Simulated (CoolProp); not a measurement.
Saturation properties of n-perfluorohexane.

Computed with CoolProp (reference Helmholtz-energy equation of state, Gao 2022).

| T (°C) | p (kPa) | liquid density (kg/m³) | vapour density (kg/m³) | enthalpy of vaporisation (kJ/kg) | liquid cp (kJ/(kg K)) |
|---|---|---|---|---|---|
| -5.65 | 6.295 | 1763 | 0.9641 | 100.8 | 0.9989 |
| 9.45 | 14.19 | 1721 | 2.071 | 97.04 | 1.023 |
| 24.65 | 28.96 | 1677 | 4.054 | 93.20 | 1.046 |
| 39.75 | 54.00 | 1632 | 7.302 | 89.26 | 1.070 |
| 54.95 | 94.07 | 1585 | 12.39 | 85.09 | 1.094 |
| 70.15 | 154.3 | 1536 | 19.98 | 80.65 | 1.120 |
| 85.25 | 240.1 | 1483 | 30.88 | 75.87 | 1.147 |
| 100.45 | 359.2 | 1424 | 46.47 | 70.56 | 1.178 |
| 115.55 | 517.4 | 1359 | 68.46 | 64.60 | 1.216 |
| 130.75 | 725.6 | 1281 | 100.5 | 57.56 | 1.268 |
| 145.85 | 991.8 | 1185 | 149.1 | 48.88 | 1.358 |
| 161.05 | 1335 | 1046 | 236.2 | 36.49 | 1.621 |

It boils at 57.1 °C under 1 atm.
